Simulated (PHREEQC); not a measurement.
Solution (25 °C): 0.048 mol CdCl2 and 0.00102 mol H3BO3 per kg of water. Closed to the air; pH follows from the charge balance.

Model: ion-association model, phreeqc.dat, run in PHREEQC.

Q: The ionic strength comes out as 0.0705 mol/kgw. What activity coefficients do CdCl+, CdCl3-, H+, Cd+2, Cl- get?

A: CdCl+ 0.80, CdCl3- 0.80, H+ 0.84, Cd+2 0.41, Cl- 0.79.

This is a speciation only: nothing precipitates in the calculation.
